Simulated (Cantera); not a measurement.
A closed system holds: 1 mol Mg(OH)2, 0.041 mol H2O, 2 mol O2, at 1275 K and 0.133 bar.

These are equilibrium values from Cantera (NASA tables, ideal gas, pure condensed phases), not measurements of a reactor. Candidate condensed phases: H2O, Mg, MgO, Mg(OH)2; 15 gas species. Equilibrium is a limit: real reactors are often held back by kinetics, nucleation or transport.

Base state: O2 0.658, H2O 0.342, OH 3.18e-5 (mole fractions); condensed: MgO(s).

Question: What changes in the equilibrium state with this change: temperature from 1275 K to 2025 K?

Answer: 
| species | before | after |
|---|---|---|
| O2 | 0.658 | 0.652 |
| H2O | 0.342 | 0.336 |
| OH | 3.18e-5 | 0.00930 |
| Mg(OH)2 | 1.37e-9 | 1.61e-5 |
| H | <1e-9 | 0.000105 |
| O | 2.48e-7 | 0.00179 |
| MgO(s), mol | 1.00 | 1.000 |

Question: What changes in the equilibrium state with this change: 0.14 mol NH3 added?

Answer: 
```csv
species,before,after
O2,0.658,0.589
H2O,0.342,0.389
N2,0,0.0217
NO,0,9.33e-5
OH,3.18e-5,3.30e-5
"MgO(s), mol",1.00,1.00
```

Question: What changes in the equilibrium state with this change: temperature from 1275 K to 2050 K?

Answer: 
| species | before | after |
|---|---|---|
| O2 | 0.658 | 0.652 |
| H2O | 0.342 | 0.335 |
| OH | 3.18e-5 | 0.0104 |
| Mg(OH)2 | 1.37e-9 | 1.95e-5 |
| H | <1e-9 | 0.000135 |
| O | 2.48e-7 | 0.00215 |
| MgO(s), mol | 1.00 | 1.000 |
